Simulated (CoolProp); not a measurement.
Vapour-liquid equilibrium of cyclohexane (1) + p-xylene (2) at 100.75 °C; x and y are mole fractions of (1).

Values from CoolProp's multi-fluid Helmholtz-energy mixture model, Zhou 2014 and Zhou 2012; pair parameters Bell 2016.

```tsv
x	bubble pressure, mixture model (MPa)	bubble pressure, Raoult's law (MPa)	y, mixture model	y, Raoult's law
0.05	0.04274	0.04017	0.263	0.222
0.125	0.05661	0.05107	0.482	0.436
0.2	0.06950	0.06197	0.609	0.575
0.275	0.08153	0.07287	0.692	0.673
0.35	0.09282	0.08377	0.753	0.745
0.425	0.1035	0.09467	0.799	0.800
0.5	0.1137	0.1056	0.836	0.844
0.575	0.1235	0.1165	0.868	0.880
0.65	0.1331	0.1274	0.895	0.910
0.725	0.1426	0.1383	0.920	0.935
0.8	0.1521	0.1492	0.943	0.956
0.875	0.1617	0.1601	0.965	0.974
0.95	0.1715	0.1710	0.986	0.990
```

The largest gap from Raoult's law is +12.2 % in bubble pressure, at x = 0.2. No azeotrope shows between x = 0.05 and 0.95.

The pair parameters rest on a limited set of measurements; away from them the model extrapolates.
